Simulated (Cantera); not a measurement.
A Cantera script and what it prints.

```python
import numpy as np
import cantera as ct

gas_names = """
    Mg MgN MgO MgS Mg2 N NO NO2 NO3 N2 N2O O O2 O3 S SN SO SO2 SO3 S2 S2O S8
""".split()
cond_names = """
    Mg(cr) Mg(L) MgO(s) MgO(L) MgS(s) MgSO4(s) MgSO4(L) S(cr1) S(cr2) S(L)
""".split()


def load(file, names, dense=False):
    # The tables refer to 1 bar. Condensed volumes are neglected.
    table = {s.name: s for s in ct.Species.list_from_file(file)}
    out = []
    for n in names:
        d = dict(table[n].input_data)
        d["thermo"] = dict(d["thermo"], **{"reference-pressure": 1e5})
        if dense:
            d["equation-of-state"] = {"model": "constant-volume", "density": "1e6 g/cm^3"}
        out.append(ct.Species.from_dict(d))
    return out


gas = ct.Solution(thermo="ideal-gas", species=load("nasa_gas.yaml", gas_names))
cond = {s.name: ct.Solution(thermo="fixed-stoichiometry", species=[s], name=s.name)
        for s in load("nasa_condensed.yaml", cond_names, dense=True)}
atoms = {
    'MgO': {'Mg': 1, 'O': 1},
    'O2': {'O': 2},
    'N2': {'N': 2},
    'SO2': {'S': 1, 'O': 2},
}
top_T = {'MgS(s)': 2250}  # K; cautious upper limits of use, not melting points


def equilibrate(T, P, feed):
    n = {}
    for name, mol in feed.items():
        for a, k in atoms[name].items():
            n[a] = n.get(a, 0.0) + k * mol
    gas.TPX = T, P, n
    mass = sum(n.values()) * gas.mean_molecular_weight
    gas.equilibrate("TP")
    valid = [c for c in cond.values() if c.min_temp <= T <= top_T.get(c.name, c.max_temp)]
    mix = ct.Mixture([(gas, mass / gas.mean_molecular_weight)] + [(c, 0.0) for c in valid])
    mix.T, mix.P = T, P
    mix.equilibrate("TP", solver="vcs", rtol=1e-11, max_steps=5000)
    return mix


results = []
feed = {'MgO': 1, 'O2': 0.13, 'N2': 0.92, 'SO2': 0.68}  # mol
T = 1773.15  # K
P = 50000  # Pa
mix = equilibrate(T, P, feed)
results.append((T, P, feed, dict(zip(mix.species_names, mix.species_moles))))
x = sorted(zip(gas.X, gas.species_names), reverse=True)
print(f"T = {T:g} K  P = {P:g} Pa  gas = {mix.phase_moles(0):.4g} mol")
print("   x: " + "  ".join(f"{s} {v:.3e}" for v, s in x if v > 1e-05))
print("   condensed (mol): " + ("  ".join(f"{mix.phase(i).name} {mix.phase_moles(i):.4g}"
      for i in range(1, mix.n_phases) if mix.phase_moles(i) > 1e-12) or "none"))
```

It prints:

```
T = 1773.15 K  P = 50000 Pa  gas = 1.729 mol
   x: N2 5.311e-01  SO2 3.923e-01  O2 7.381e-02  NO 1.844e-03  SO3 8.717e-04  O 3.613e-05  SO 2.981e-05
   condensed (mol): MgO(s) 1
```

These are equilibrium values from Cantera (NASA tables, ideal gas, pure condensed phases), not measurements of a reactor.
